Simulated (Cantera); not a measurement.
A freely propagating, adiabatic, planar premixed flame of C3H8 : O2 : N2 = 1 : 5.75 : 21.6 (molar parts), unburnt at 473 K and 0.957 atm; mixture-averaged transport, grid criteria slope 0.08 and curve 0.16, no radiation.

Model: GRI-Mech 3.0 (53 species, 325 reactions), integrated in Cantera. GRI-Mech 3.0 was tuned for natural gas; its chemistry of propane as a main component is partial and can be far from experiment. Burning velocities carry a grid error of a few per cent, more on coarse grids.

Question: How do the results move with these cheaper or finer settings: unity-Lewis-number transport; multicomponent transport; multicomponent+Soret transport; grid criteria slope 0.5, curve 1; grid criteria slope 0.25, curve 0.5; grid criteria slope 0.03, curve 0.06?

Answer: 
```csv
setting,laminar burning velocity,thermal thickness,peak x(CH3),peak x(HCO),grid points
as above,94.2 cm/s,0.321 mm,0.00185,8.11e-5,143
unity-Lewis-number transport,69.1 cm/s,0.366 mm,0.00133,6.66e-5,133
multicomponent transport,94.3 cm/s,0.324 mm,0.00186,8.12e-5,143
multicomponent+Soret transport,93.2 cm/s,0.325 mm,0.00184,8.12e-5,143
"grid criteria slope 0.5, curve 1",102 cm/s,0.360 mm,0.00178,7.80e-5,42
"grid criteria slope 0.25, curve 0.5",97.3 cm/s,0.330 mm,0.00185,8.13e-5,58
"grid criteria slope 0.03, curve 0.06",92.2 cm/s,0.319 mm,0.00184,8.01e-5,342
```
The base run took about 5 core-seconds (a rough figure).
Unity Lewis numbers drop preferential diffusion, which matters most where H2 and H carry the flame; Soret adds thermal diffusion.
